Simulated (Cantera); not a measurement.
What does this Cantera script print?

```python
import numpy as np
import cantera as ct

gas = ct.Solution("gri30.yaml")
gas.TPX = 773, 100000, {'CH4': 1, 'H2': 0.033, 'O2': 2.69, 'N2': 10.1, 'CO2': 0.44}
inlet = ct.Reservoir(gas, clone=True)
gas.equilibrate("HP")  # start burning
reactor = ct.IdealGasConstPressureReactor(gas, energy="on", clone=False)
exhaust = ct.Reservoir(gas, clone=True)
tau = [0.09, 0.039, 0.017, 0.0072, 0.0031, 0.0013, 0.00058, 0.00025, 0.00011, 4.6e-05, 2e-05][0]
for a, b in ((inlet, reactor), (reactor, exhaust)):
    ct.MassFlowController(a, b, mdot=lambda t: reactor.mass / tau)
net = ct.ReactorNet([reactor])
show = ['CH4', 'H2', 'O2', 'OH', 'CH3']

rows = []
print(f"{'tau/s':>10s}{'T/K':>9s}" + "".join(f"{s:>11s}" for s in show))
for tau in [0.09, 0.039, 0.017, 0.0072, 0.0031, 0.0013, 0.00058, 0.00025, 0.00011, 4.6e-05, 2e-05]:
    net.initial_time = 0.0
    net.advance(30 * tau)
    before = gas.X
    net.advance(40 * tau)
    drift = np.max(np.abs(gas.X - before) / (gas.X + 1e-9))
    rows.append([gas.T, *gas[show].X, drift])
    print(f"{tau:10.3e}{gas.T:9.1f}" + "".join(f"{x:11.3e}" for x in gas[show].X))
```

It prints:

```
     tau/s      T/K        CH4         H2         O2         OH        CH3
 9.000e-02   2188.6  2.690e-06  8.236e-04  4.707e-02  4.212e-03  1.078e-06
 3.900e-02   2182.9  5.626e-06  9.615e-04  4.756e-02  4.525e-03  2.222e-06
 1.700e-02   2170.2  1.103e-05  1.236e-03  4.813e-02  5.065e-03  4.223e-06
 7.200e-03   2146.0  2.085e-05  1.755e-03  4.900e-02  5.905e-03  7.553e-06
 3.100e-03   2109.0  3.799e-05  2.557e-03  5.028e-02  6.908e-03  1.273e-05
 1.300e-03   2056.8  7.176e-05  3.688e-03  5.210e-02  7.912e-03  2.176e-05
 5.800e-04   1997.1  1.355e-04  4.948e-03  5.430e-02  8.601e-03  3.690e-05
 2.500e-04   1925.8  2.834e-04  6.354e-03  5.734e-02  8.854e-03  6.817e-05
 1.100e-04   1848.6  6.607e-04  7.750e-03  6.200e-02  8.378e-03  1.392e-04
 4.600e-05   1734.9  2.532e-03  1.024e-02  7.447e-02  5.786e-03  4.518e-04
 2.000e-05    773.0  7.011e-02  2.314e-03  1.886e-01  9.204e-18  3.844e-14
```

Detailed kinetics in Cantera: GRI-Mech 3.0 (53 species, 325 reactions).
